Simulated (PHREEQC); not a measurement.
A solution holds 5 mmol/kgw Cu(BF4)2, 12 mmol/kgw HCl and 5.1 mmol/kgw Na2SO4, at 61 °C. Closed to the air; pH follows from the charge balance.

Computed with PHREEQC (ion-association model, wateq4f.dat).

Each row changes one thing in this solution. Precipitation was switched off in this run.

```
case                                     pH  ionic strength (mol/kgw)  HF (mol/kgw)  BF4- (mol/kgw)  Cu+2 (mol/kgw)  H3BO3 (mol/kgw)  SI of Chalcanthite (CuSO4:5H2O)  SI of CuF2:2H2O (CuF2:2H2O)
-------------------------------------  ----  ------------------------  ------------  --------------  --------------  ---------------  -------------------------------  ---------------------------
as made                                2.16                    0.0330       0.00980         0.00683         0.00407          0.00238                            -3.11                        -4.49
0.0098 mol/kgw NaCl added              2.16                    0.0427       0.00974         0.00684         0.00394          0.00236                            -3.17                        -4.54
0.00028 mol/kgw H3AsO4 added           2.15                    0.0331       0.00983         0.00682         0.00407          0.00239                            -3.11                        -4.50
Na2SO4 from 0.0051 to 0.0102 mol/kgw      ?                    0.0432       0.00936               ?         0.00367          0.00228                            -2.87                        -4.43
Na2SO4 from 0.0051 to 0.0255 mol/kgw   2.43                    0.0784       0.00841         0.00695         0.00300          0.00207                            -2.63                        -4.30
Cu(BF4)2 from 0.005 to 0.025 mol/kgw   2.15                    0.0883        0.0143          0.0439               ?          0.00296                            -2.69                        -3.56
temperature from 61 to 10 °C           2.05                    0.0364       0.00449         0.00827         0.00428          0.00114                            -2.74                        -4.95
Na2SO4 from 0.0051 to 0.00765 mol/kgw  2.20                    0.0379       0.00957         0.00685         0.00385          0.00233                            -2.96                        -4.46
```

What belongs in the gaps?


- Na2SO4 from 0.0051 to 0.0102 mol/kgw, pH: 2.25
- Na2SO4 from 0.0051 to 0.0102 mol/kgw, BF4- (mol/kgw): 0.00688
- Cu(BF4)2 from 0.005 to 0.025 mol/kgw, Cu+2 (mol/kgw): 0.0221

Complexes and solids missing from the database can't appear. At this temperature some constants are extrapolated from 25 °C, and those without enthalpy data are left unchanged. Real BF4- forms and hydrolyses slowly; the run takes it at equilibrium. The database has no arsenate complexes of Cu.
